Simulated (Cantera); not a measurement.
Cantera run, input and output.

```python
import numpy as np
import cantera as ct

gas = ct.Solution("gri30.yaml")
gas.TPX = 2000, 101325, {'CH4': 1, 'H2': 7.5}
inlet = ct.Reservoir(gas, clone=True)

reactor = ct.IdealGasConstPressureReactor(gas, energy="off", clone=False)
exhaust = ct.Reservoir(gas, clone=True)
tau = [2.7, 0.97, 0.35, 0.12, 0.044, 0.016, 0.0056, 0.002, 0.00071, 0.00025][0]
for a, b in ((inlet, reactor), (reactor, exhaust)):
    ct.MassFlowController(a, b, mdot=lambda t: reactor.mass / tau)
net = ct.ReactorNet([reactor])
show = ['CH4', 'H2', 'C2H', 'C2H4', 'C2H6', 'C2H2']

rows = []
print(f"{'tau/s':>10s}{'T/K':>9s}" + "".join(f"{s:>11s}" for s in show))
for tau in [2.7, 0.97, 0.35, 0.12, 0.044, 0.016, 0.0056, 0.002, 0.00071, 0.00025]:
    net.initial_time = 0.0
    net.advance(30 * tau)
    before = gas.X
    net.advance(40 * tau)
    drift = np.max(np.abs(gas.X - before) / (gas.X + 1e-9))
    rows.append([gas.T, *gas[show].X, drift])
    print(f"{tau:10.3e}{gas.T:9.1f}" + "".join(f"{x:11.3e}" for x in gas[show].X))
```

Result:

```
     tau/s      T/K        CH4         H2        C2H       C2H4       C2H6       C2H2
 2.700e+00   2000.0  3.631e-03  9.437e-01  1.582e-06  3.245e-04  1.879e-07  5.060e-02
 9.700e-01   2000.0  4.304e-03  9.434e-01  1.570e-06  3.231e-04  2.424e-07  5.029e-02
 3.500e-01   2000.0  5.759e-03  9.425e-01  1.546e-06  3.205e-04  3.913e-07  4.961e-02
 1.200e-01   2000.0  8.729e-03  9.409e-01  1.497e-06  3.168e-04  8.270e-07  4.824e-02
 4.400e-02   2000.0  1.360e-02  9.381e-01  1.418e-06  3.152e-04  1.917e-06  4.599e-02
 1.600e-02   2000.0  2.154e-02  9.336e-01  1.291e-06  3.248e-04  4.665e-06  4.231e-02
 5.600e-03   2000.0  3.420e-02  9.264e-01  1.096e-06  3.693e-04  1.143e-05  3.641e-02
 2.000e-03   2000.0  5.161e-02  9.166e-01  8.337e-07  4.849e-04  2.521e-05  2.825e-02
 7.100e-04   2000.0  7.261e-02  9.047e-01  5.277e-07  6.914e-04  4.775e-05  1.837e-02
 2.500e-04   2000.0  9.248e-02  8.935e-01  2.487e-07  8.944e-04  7.209e-05  9.037e-03
```

Detailed kinetics in Cantera: GRI-Mech 3.0 (53 species, 325 reactions). GRI-Mech 3.0 stops at C3 and has no aromatics, soot or wall deposition, so with more carbon than oxygen in the feed, carbon stays in small species such as C2H2 where larger ones or solid carbon would form.
